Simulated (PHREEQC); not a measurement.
A solution holds 27 mmol/kgw Pb(NO3)2 and 27 mmol/kgw Fe(NO3)3, at 20 °C. Closed to the air; pH follows from the charge balance.

Equilibrium calculation in PHREEQC: ion-association model, phreeqc.dat.

The ionic strength comes out as 0.218 mol/kgw. What activity coefficients do Fe2(OH)2+4, H+, Fe3(OH)4+5, Fe(OH)2+, FeOH+2 get?

Fe2(OH)2+4 0.0090, H+ 0.80, Fe3(OH)4+5 0.00063, Fe(OH)2+ 0.74, FeOH+2 0.29.

This is a speciation only: nothing precipitates in the calculation. Examples of supersaturated solids here: Hematite (slow to form), Goethite (slow to form). Others may be too.
